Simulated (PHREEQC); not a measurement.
A made-up water analysis in mmol/kgw, 40 °C, pH 6.57, pe 8.9: Na 0.0736; K 0.00459; Ca 0.0703; Mg 0.01; Cl 0.0498; S(6) 0.0479; Alkalinity (meq/kgw) 0.0906; Cu(2) 0.00556.

Valence states are taken as typed.

All values are PHREEQC results (ion-association model, wateq4f.dat), not measurements.

Each row changes one thing in this solution. Precipitation was switched off in this run.

```
case                                         CO2 (mol/kgw)  Cu+2 (mol/kgw)  Cu(OH)2 (mol/kgw)  CaSO4 (mol/kgw)  CuCO3 (mol/kgw)  CuHCO3+ (mol/kgw)  SI of Malachite (Cu2(OH)2CO3)  SI of Cu(OH)2 (Cu(OH)2)
-------------------------------------------  -------------  --------------  -----------------  ---------------  ---------------  -----------------  -----------------------------  -----------------------
as made                                            4.57e-5         3.81e-6            1.00e-6          6.24e-7          3.57e-7            1.53e-7                          +0.27                    -0.42
Ca from 0.0703 to 0.0352 mmol/kgw                  4.58e-5         3.80e-6                [?]              [?]              [?]            1.54e-7                          +0.28                    -0.42
pH from 6.57 to 6.27 at the same alkalinity            [?]         4.68e-6                [?]          6.24e-7          2.25e-7            1.92e-7                          -0.44                    -0.93
pH from 6.57 to 5.57 at the same alkalinity       0.000485         5.21e-6            1.37e-8          6.23e-7          5.17e-8            2.21e-7                          -2.43                    -2.29
Cu(2) from 0.00556 to 0.0167 mmol/kgw              4.25e-5         1.13e-5            2.97e-6          6.22e-7          9.79e-7            4.20e-7                          +1.18                    +0.05
```

### Question
Fill in the missing entries.

### Answer

- Ca from 0.0703 to 0.0352 mmol/kgw, Cu(OH)2 (mol/kgw): 1.01e-6
- Ca from 0.0703 to 0.0352 mmol/kgw, CaSO4 (mol/kgw): 3.20e-7
- Ca from 0.0703 to 0.0352 mmol/kgw, CuCO3 (mol/kgw): 3.60e-7
- pH from 6.57 to 6.27 at the same alkalinity, CO2 (mol/kgw): 9.33e-5
- pH from 6.57 to 6.27 at the same alkalinity, Cu(OH)2 (mol/kgw): 3.10e-7

Some of these states are supersaturated (in Malachite, Tenorite (slow to form), for instance). Away from 25 °C the constants follow the database's enthalpies or fits; those with neither stay at their 25 °C values. The database's constant for dissolved Cu(OH)2 is higher than later reviews accept.
